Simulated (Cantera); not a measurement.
Input: 1 mol Pb, 0.39 mol H2, 11 mol N2, at 1273.15 K and 10.0 mbar.

These are equilibrium values from Cantera (NASA tables, ideal gas, pure condensed phases), not measurements of a reactor. Candidate condensed phases: Pb; 11 gas species. Rates play no part.

Base state: N2 0.888, Pb 0.0807, H2 0.0315 (mole fractions); condensed: gas only.

**Question.** What changes in the equilibrium state with this change: Pb replaced by PbO?

**Answer.** 
```csv
species,before,after
N2,0.888,0.907
Pb,0.0807,0.0323
H2O,0,0.0322
H2,0.0315,2.43e-6
PbO,0,0.0280
O2,0,5.00e-5
"PbO(l), mol",0,0.269
```
Gases not in the tables: (PbO)n polymers. Further candidate phases: H2O, PbO, PbO2, Pb3O4.
